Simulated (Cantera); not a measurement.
A perfectly stirred reactor is fed with 56.4 % CH4, 43.6 % N2, at 0.00120 bar; it is held at 1825 K, and followed from long to short residence time.

Detailed kinetics in Cantera: GRI-Mech 3.0 (53 species, 325 reactions). GRI-Mech 3.0 stops at C3 and has no aromatics, soot or wall deposition, so with more carbon than oxygen in the feed, carbon stays in small species such as C2H2 where larger ones or solid carbon would form. Radical loss at walls, strong at low pressure, is not modelled.

**Question.** Predict: x(CH4) at τ = 1.10 s; x(CH2) at τ = 1.10 s; x(CH3) at τ = 1.10 s; x(H) at τ = 1.10 s; x(H2) at τ = 1.10 s; x(CH4) at τ = 72.0 ms; x(CH2) at τ = 72.0 ms; x(CH3) at τ = 72.0 ms; x(H) at τ = 72.0 ms; x(H2) at τ = 72.0 ms.

**Answer.** x(CH4) at τ = 1.10 s: 0.116
x(CH2) at τ = 1.10 s: 7.65e-6
x(CH3) at τ = 1.10 s: 0.00515
x(H) at τ = 1.10 s: 0.000980
x(H2) at τ = 1.10 s: 0.424
x(CH4) at τ = 72.0 ms: 0.456
x(CH2) at τ = 72.0 ms: 6.30e-6
x(CH3) at τ = 72.0 ms: 0.00886
x(H) at τ = 72.0 ms: 0.000132
x(H2) at τ = 72.0 ms: 0.0904
